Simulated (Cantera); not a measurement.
What does this Cantera script print?

```python
import numpy as np
import cantera as ct

gas_names = """
    H HO2 H2 H2O H2O2 O OH O2 O3 Ta TaO TaO2
""".split()
cond_names = """
    H2O(s) H2O(L) Ta(cr) Ta(L) Ta2O5(s) Ta2O5(L)
""".split()


# ... load() reads the species with a 1 bar reference pressure and builds the phases ...
atoms = {
    'Ta2O5': {'Ta': 2, 'O': 5},
    'H2': {'H': 2},
}
top_T = {}  # K; cautious upper limits of use, not melting points


# ... equilibrate(T, P, feed) seeds the gas with the atoms and calls Mixture.equilibrate('TP', solver="vcs", rtol=1e-11, max_steps=5000) ...
results = []
feed = {'Ta2O5': 1, 'H2': 1200}  # mol
P = 6500  # Pa
for T in [825, 975, 1125, 1275, 1425, 1575, 1725, 1875, 2025, 2175]:
    mix = equilibrate(T, P, feed)
    results.append((T, P, feed, dict(zip(mix.species_names, mix.species_moles))))
    x = sorted(zip(gas.X, gas.species_names), reverse=True)
    print(f"T = {T:g} K  P = {P:g} Pa  gas = {mix.phase_moles(0):.4g} mol")
    print("   x: " + "  ".join(f"{s} {v:.3e}" for v, s in x if v > 1e-05))
    print("   condensed (mol): " + ("  ".join(f"{mix.phase(i).name} {mix.phase_moles(i):.4g}"
          for i in range(1, mix.n_phases) if mix.phase_moles(i) > 1e-12) or "none"))
```

Result:

```
T = 825 K  P = 6500 Pa  gas = 1200 mol
   x: H2 1.000e+00
   condensed (mol): Ta(cr) 1.635e-06  Ta2O5(s) 1
T = 975 K  P = 6500 Pa  gas = 1200 mol
   x: H2 1.000e+00
   condensed (mol): Ta(cr) 5.735e-05  Ta2O5(s) 1
T = 1125 K  P = 6500 Pa  gas = 1200 mol
   x: H2 1.000e+00
   condensed (mol): Ta(cr) 0.0007519  Ta2O5(s) 0.9996
T = 1275 K  P = 6500 Pa  gas = 1200 mol
   x: H2 1.000e+00  H2O 1.093e-05
   condensed (mol): Ta(cr) 0.005244  Ta2O5(s) 0.9974
T = 1425 K  P = 6500 Pa  gas = 1200 mol
   x: H2 9.999e-01  H2O 4.966e-05  H 2.676e-05
   condensed (mol): Ta(cr) 0.02384  Ta2O5(s) 0.9881
T = 1575 K  P = 6500 Pa  gas = 1200 mol
   x: H2 9.997e-01  H2O 1.667e-04  H 1.630e-04
   condensed (mol): Ta(cr) 0.08002  Ta2O5(s) 0.96
T = 1725 K  P = 6500 Pa  gas = 1200 mol
   x: H2 9.988e-01  H 7.280e-04  H2O 4.478e-04
   condensed (mol): Ta(cr) 0.215  Ta2O5(s) 0.8924
T = 1875 K  P = 6500 Pa  gas = 1202 mol
   x: H2 9.964e-01  H 2.566e-03  H2O 1.016e-03
   condensed (mol): Ta(cr) 0.4879  Ta2O5(s) 0.7549
T = 2025 K  P = 6500 Pa  gas = 1205 mol
   x: H2 9.904e-01  H 7.513e-03  H2O 2.020e-03  TaO2 2.485e-05
   condensed (mol): Ta(cr) 0.9645  Ta2O5(s) 0.4999
T = 2175 K  P = 6500 Pa  gas = 1212 mol
   x: H2 9.775e-01  H 1.893e-02  H2O 3.333e-03  TaO2 2.251e-04  TaO 4.610e-05
   condensed (mol): Ta(cr) 1.532  Ta2O5(L) 0.06968
```

Equilibrium computed with Cantera from the NASA thermochemical tables; the gas is ideal and each condensed phase is pure. Mutual solubility and eutectic melting of coexisting phases are not modelled. Condensed phases not in the tables: N, O or C dissolved in the metal.
